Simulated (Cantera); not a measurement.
A closed system holds: 1 mol SiCl4, a varied amount of NH3, at 5800 Pa.

Cantera equilibrium calculation (NASA polynomials, part measured and part estimated; ideal gas, pure solids and liquids). Candidate condensed phases: NH4Cl, Si, Si3N4; 28 gas species. The tables' values for SiCl3 are old estimates. Rates play no part.

Stable condensed phases, one row left out:

```
T in °C \ n(NH3) in mol
         2.4 2.8 3.2 3.7 4.3   5 5.8 6.7 7.7   9  10  12
   1900    A   A   A   A   A   A   A   A   A   B   B   B
   1750    A   A   A   A   A   A   A   A   B   B   B   B
   1450    A   A   A   A   C   C   C   C   C   C   C   C
   1300    C   C   C   C   C   C   C   C   C   C   C   C
   1150    C   C   C   C   C   C   C   C   C   C   C   C
   1000    C   C   C   C   C   C   C   C   C   C   C   C
    850    C   C   C   C   C   C   C   C   C   C   C   C
    700    C   C   C   C   C   C   C   C   C   C   C   C
```

A: gas only; B: Si; C: Si3N4.

**Question.** Give the row for 1600 °C.

**Answer.** 2.4: gas only; 2.8: gas only; 3.2: gas only; 3.7: gas only; 4.3: gas only; 5: gas only; 5.8: gas only; 6.7: gas only; 7.7: gas only; 9: Si; 10: Si; 12: Si.
